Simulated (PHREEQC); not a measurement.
Model water analysis in mg/L, 25 °C, pH 6.97, pe 1.3: Na 0.015; K 0.0271; Ca 0.0162; Mg 0.00461; Cl 0.0448; S(6) as SO4 0.0464; Alkalinity as HCO3 0.0203; Zn 8.57e-05; B 1.75e-05; Mn(2) 0.00098; Si as SiO2 8.78e-05; F 0.000193.

Valence states are taken as typed.

All values are PHREEQC results (ion-association model, phreeqc.dat), not measurements.

Precipitation was switched off in this run.

Problem. Estimate the charge-balance error.

Solution. charge-balance error 0.0 %.

Problem. In which forms is C present?

Solution. HCO3- 81 %, CO2 19 % of the C.

Species that the database lacks are ignored. SiF6-2 is the database's only silicon fluoride. Real BF4- forms and hydrolyses slowly; the run takes it at equilibrium.
